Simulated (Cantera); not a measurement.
Charge: 1 mol PbO, 2.5 mol CO, 91 mol H2, at 675 °C and 1.40 mbar.

These are equilibrium values from Cantera (NASA tables, ideal gas, pure condensed phases), not measurements of a reactor. Candidate condensed phases: C, C6H6, C7H8, C8H18, H2O, Pb, PbO, PbO2, Pb3O4; 113 gas species. The numbers say what is thermodynamically allowed, not how fast it happens.

Base state: H2 0.960, CO 0.0261, H2O 0.0102, Pb 0.00343, CO2 0.000500 (mole fractions); condensed: Pb(l).

Task: What changes in the equilibrium state with this change: temperature from 675 °C to 1227 °C?

Result: 
| species | before | after |
|---|---|---|
| H2 | 0.960 | 0.952 |
| CO | 0.0261 | 0.0263 |
| Pb | 0.00343 | 0.0106 |
| H | 1.38e-8 | 0.000459 |
| H2O | 0.0102 | 0.0105 |
| CO2 | 0.000500 | 0.000112 |
| Pb(l), mol | 0.678 | 0 |
